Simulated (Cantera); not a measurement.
Charge: 1 mol LiOH, 2.4 mol H₂, equilibrated at 1.90 mbar.

These are equilibrium values from Cantera (NASA tables, ideal gas, pure condensed phases), not measurements of a reactor. Candidate condensed phases: H₂O, Li, LiH, LiOH, Li₂O; 17 gas species. Rates play no part.

x: gas mole fraction; n: condensed amount in mol.

```csv
T (°C),x H₂,x H₂O,x LiOH,x Li,x Li₂O,x H,n Li₂O(s)
950,0.823,0.166,0.0112,0.000118,6.44e-7,6.26e-6,0.483
975,0.821,0.163,0.0158,0.000225,1.45e-6,9.71e-6,0.476
1000,0.818,0.160,0.0220,0.000419,3.17e-6,1.48e-5,0.467
1025,0.814,0.155,0.0300,0.000764,6.69e-6,2.22e-5,0.454
1050,0.809,0.149,0.0403,0.00137,1.37e-5,3.27e-5,0.438
1075,0.802,0.142,0.0532,0.00241,2.73e-5,4.75e-5,0.417
1100,0.793,0.133,0.0689,0.00417,5.31e-5,6.80e-5,0.389
1125,0.782,[?],[?],[?],[?],[?],[?]
1150,0.766,[?],[?],[?],[?],[?],[?]
1175,0.745,0.100,0.134,0.0200,0.000336,0.000183,0.254
```

Problem. Fill in the missing entries.

Solution. 
- 1150, x H₂O: 0.112
- 1150, x LiOH: 0.109
- 1150, x Li: 0.0120
- 1150, x Li₂O: 0.000186
- 1150, x H: 0.000133
- 1150, n Li₂O(s): 0.310
- 1125, x H₂O: 0.123
- 1125, x LiOH: 0.0876
- 1125, x Li: 0.00712
- 1125, x Li₂O: 0.000101
- 1125, x H: 9.60e-5
- 1125, n Li₂O(s): 0.355
